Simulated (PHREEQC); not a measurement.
# Alkaline etch or developer: speciation

A solution holds 0.0052 mol/kgw LiOH, 0.00059 mol/kgw H3BO3 and 0.00154 mol/kgw (CH3)4NCl, at 25 °C. Closed to the air; pH follows from the charge balance.

Model: ion-association model, wateq4f.dat, run in PHREEQC.

Precipitation was switched off in this run.

Problem. Predict the pH.

Solution. pH 11.62.

(CH3)4N+ isn't in the database: it is added as a free cation with an ion size of 4 Å.
